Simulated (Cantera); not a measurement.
**Catalytic stagnation flow on Pt**

A jet of 1.41 % H2, 19.1 % O2, 79.5 % N2, equivalence ratio 0.037 at 300 K and 0.0306 atm hits a platinum plate 4.5 cm away at a mass flux of 0.2 kg/m²/s; the plate temperature is set and raised in steps from an oxygen-covered start.

Cantera simulation using Deutschmann's 1995 Pt surface mechanism with GRI-Mech 3.0 gas chemistry; the numbers are that mechanism's predictions, not measurements. Catalytic surfaces can have several steady states; this one follows from the mechanism file's or the stated starting coverage.

```csv
plate T (K),wall x H2,wall x O2,wall x H2O,wall x OH,θ free Pt,θ O*,θ OH*
500,0.00559,0.182,0.0169,<1e-8,0.0450,0.949,0.00640
550,0.00557,0.182,0.0168,<1e-8,0.0476,0.949,0.00366
600,0.00555,0.182,0.0167,<1e-8,0.0502,0.948,0.00228
650,0.00549,0.182,0.0167,<1e-8,0.0532,0.945,0.00154
700,0.00520,0.182,0.0172,<1e-8,0.0604,0.938,0.00114
750,0.00441,0.181,0.0186,<1e-8,0.0804,0.919,0.000971
800,0.00342,0.180,0.0204,<1e-8,0.118,0.881,0.000899
```
x: mole fraction at the wall; θ: surface coverage.
